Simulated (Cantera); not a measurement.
Charge: 1 mol Pb, 0.12 mol H₂, held at 1400 °C.

These are equilibrium values from Cantera (NASA tables, ideal gas, pure condensed phases), not measurements of a reactor. Candidate condensed phases: Pb; 4 gas species. Rates play no part.

Question: Which condensed phases are stable at each of these points (P (Pa)): 10, 68, 460, 3200, 22000, 150000, 1000000?

Answer: 
| P (Pa) | condensed phases | Pb condensed (%) |
|---|---|---|
| 10 | gas only | 0.0 |
| 68 | gas only | 0.0 |
| 460 | gas only | 0.0 |
| 3200 | gas only | 0.0 |
| 22000 | Pb(l) | 88.1 |
| 150000 | Pb(l) | 99.1 |
| 1000000 | Pb(l) | 99.9 |

From 10.0 Pa to 3200 Pa nothing is condensed. From 22000 Pa to 1000000 Pa the condensed part is Pb(l).
